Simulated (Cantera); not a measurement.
Charge: 1 mol AlCl₃, 0.28 mol NH₃, 38 mol N₂, equilibrated at 11.0 mbar.

Cantera equilibrium calculation (NASA polynomials, part measured and part estimated; ideal gas, pure solids and liquids). Candidate condensed phases: Al, AlCl₃, AlN, NH₄Cl; 20 gas species. Rates play no part.

What share of the Al ends up in condensed phases as a function of T (K), at 673, 773, 873, 973, 1073, 1173, 1273, 1373, 1473, 1573, 1673, 1773, 1873?


```tsv
T (K)	Al condensed (%)	as
673	15.1	AlN(s)
773	14.2	AlN(s)
873	13.5	AlN(s)
973	12.9	AlN(s)
1073	12.4	AlN(s)
1173	12.0	AlN(s)
1273	11.3	AlN(s)
1373	8.8	AlN(s)
1473	0.0	-
1573	0.0	-
1673	0.0	-
1773	0.0	-
1873	0.0	-
```
